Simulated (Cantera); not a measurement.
# Aluminium nitride and oxide growth: Al + NH3 + H2

Feed: 1 mol Al, 2.9 mol NH3, 210 mol H2, held at 0.180 bar.

Equilibrium computed with Cantera from the NASA thermochemical tables; the gas is ideal and each condensed phase is pure. Candidate condensed phases: Al, AlN; 13 gas species. Equilibrium is a limit: real reactors are often held back by kinetics, nucleation or transport.

| T (°C) | x H2 | x N2 | x H | x Al | x AlH | x NH3 | x Al2 | n AlN(s) |
|---|---|---|---|---|---|---|---|---|
| 827 | 0.996 | 0.00441 | 6.08e-8 | <1e-12 | <1e-12 | 3.77e-6 | <1e-12 | 1.00 |
| 902 | 0.996 | 0.00441 | 2.88e-7 | <1e-12 | <1e-12 | 2.56e-6 | <1e-12 | 1.00 |
| 977 | 0.996 | 0.00441 | 1.14e-6 | <1e-12 | <1e-12 | 1.81e-6 | <1e-12 | 1.00 |
| 1052 | 0.996 | 0.00441 | 3.85e-6 | 1.42e-11 | 1.57e-11 | 1.34e-6 | <1e-12 | 1.00 |
| 1127 | 0.996 | 0.00441 | 1.14e-5 | 3.16e-10 | 2.45e-10 | 1.02e-6 | <1e-12 | 1.00 |
| 1202 | 0.996 | 0.00441 | 3.05e-5 | 5.13e-9 | 2.89e-9 | 7.94e-7 | <1e-12 | 1.000 |
| 1277 | 0.996 | 0.00441 | 7.41e-5 | 6.33e-8 | 2.68e-8 | 6.36e-7 | <1e-12 | 1.000 |
| 1352 | 0.995 | 0.00441 | 0.000166 | 6.17e-7 | 2.01e-7 | 5.19e-7 | <1e-12 | 1.000 |
| 1427 | 0.995 | 0.00441 | 0.000346 | 4.90e-6 | 1.26e-6 | 4.32e-7 | 8.30e-12 | 0.999 |
| 1502 | 0.995 | 0.00443 | 0.000680 | 3.26e-5 | 6.72e-6 | 3.66e-7 | 2.18e-10 | 0.992 |
| 1577 | 0.994 | 0.00452 | 0.00127 | 0.000184 | 3.10e-5 | 3.16e-7 | 4.32e-9 | 0.954 |
| 1652 | 0.992 | 0.00490 | 0.00224 | 0.000875 | 0.000123 | 2.85e-7 | 6.31e-8 | 0.785 |
| 1727 | 0.986 | 0.00628 | 0.00381 | 0.00339 | 0.000400 | 2.81e-7 | 6.32e-7 | 0.177 |
x: gas mole fraction; n: condensed amount in mol.

From 827 °C to 1727 °C the condensed part is AlN(s).
